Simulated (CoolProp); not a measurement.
Vapour-liquid equilibrium of propane (1) + cyclopropane (2) at 60.85 °C; x and y are mole fractions of (1).

Values from CoolProp's multi-fluid Helmholtz-energy mixture model, Lemmon 2009 and Polt 1992; pair parameters Bell 2016. This equation is an older, rougher fit; its heat capacities, sound speeds and derivatives of the liquid may be far off and weren't checked against measurements.

Problem. Give the bubble pressure and the first vapour's composition at x = 0.125, 0.2, 0.575. Is there an azeotrope?

Solution. x = 0.125: 18.12 bar, y = 0.158; x = 0.2: 18.66 bar, y = 0.243; x = 0.575: 20.72 bar, y = 0.608. No azeotrope shows between x = 0.05 and 0.95.

The pair parameters rest on a limited set of measurements; away from them the model extrapolates.
